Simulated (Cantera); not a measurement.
A closed system holds: 1 mol Nb, 0.076 mol H₂O, equilibrated at 0.700 bar.

Cantera equilibrium calculation (NASA polynomials, part measured and part estimated; ideal gas, pure solids and liquids). Candidate condensed phases: H₂O, Nb, NbO, NbO₂, Nb₂O₅; 12 gas species. Mutual solubility and eutectic melting of coexisting phases are not modelled. NbO: taken at fixed stoichiometry. Condensed phases not in the tables: N, O or C dissolved in the metal. Rates play no part.

Q: At 2173 K, list the 4 most abundant gas species with their mole fractions, and the condensed phases.

A: H₂ 0.991, H 0.00574, H₂O 0.00316, NbO₂ 1.32e-5. Condensed: Nb(s) + NbO(s).
